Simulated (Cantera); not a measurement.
Input: 1 mol B2H6, 4.2 mol O2, 0.27 mol N2, 18 mol H2, at 0.00110 bar.

These are equilibrium values from Cantera (NASA tables, ideal gas, pure condensed phases), not measurements of a reactor. Candidate condensed phases: B, BN, B2O3, B3O3H3, H2O; 39 gas species. The feed counts by its element totals alone. Gases not in the tables: H3BO3. Rates play no part.

x: gas mole fraction; nothing condenses.

```csv
T (K),x H2,x H,x H2O,x HBO2,x OH,x BO,x O,x N2
1473,0.700,0.000319,0.199,0.0870,2.36e-6,1.74e-6,9.45e-10,0.0121
1573,0.699,___,0.199,0.0862,___,___,___,0.0121
1673,0.698,0.00287,0.200,0.0851,3.95e-5,3.61e-5,1.31e-7,0.0121
1773,0.694,0.00714,0.200,0.0837,0.000128,0.000125,1.03e-6,0.0121
1873,0.686,0.0161,0.200,0.0818,0.000364,0.000377,6.48e-6,0.0120
1973,0.670,0.0333,0.199,0.0791,0.000937,0.000998,3.43e-5,0.0119
2073,0.643,0.0636,0.196,0.0749,0.00220,0.00234,0.000156,0.0117
2173,0.600,___,0.190,___,___,___,___,0.0113
2273,0.536,0.185,0.178,0.0591,0.00957,0.00900,0.00227,0.0108
2373,0.452,0.283,0.157,0.0466,0.0174,0.0148,0.00734,0.01000
2473,0.355,0.400,0.120,0.0316,0.0272,0.0218,0.0203,0.00893
```

Q: What belongs in the gaps?

A: 
- 1573, x H: 0.00103
- 1573, x OH: 1.06e-5
- 1573, x BO: 8.76e-6
- 1573, x O: 1.30e-8
- 2173, x H: 0.113
- 2173, x HBO2: 0.0685
- 2173, x OH: 0.00478
- 2173, x BO: 0.00487
- 2173, x O: 0.000629
